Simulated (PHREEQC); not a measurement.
Metal-bearing waste water (model solution)

Dissolve 0.1 mol FeCl3 per kg of water at 25 °C. Closed to the air; pH follows from the charge balance.

Model: ion-association model, phreeqc.dat, run in PHREEQC.

```
Quantity                   Value
-----------------  -------------
pH                          1.87
ionic strength     0.393 mol/kgw
activity of water          0.994
total alkalinity     -200 meq/kg
```

```tsv
species	molality	activity	log γ
Cl-	0.230	0.153	-0.176
FeCl+2	0.0475	0.0111	-0.630
Fe+3	0.0245	0.00240	-1.008
H+	0.0175	0.0136	-0.112
FeCl2+	0.0110	0.00763	-0.158
Fe2(OH)2+4	0.00529	3.47e-5	-2.182
FeOH+2	0.00485	0.00114	-0.630
Fe3(OH)4+5	0.000514	2.00e-7	-3.410
FeCl3	0.000107	0.000117	0.039
Fe(OH)2+	3.91e-5	2.76e-5	-0.151
```

Precipitation was switched off in this run. The solution is supersaturated, for example in Hematite (slow to form), Goethite (slow to form), so a real one may precipitate; this is no full list.
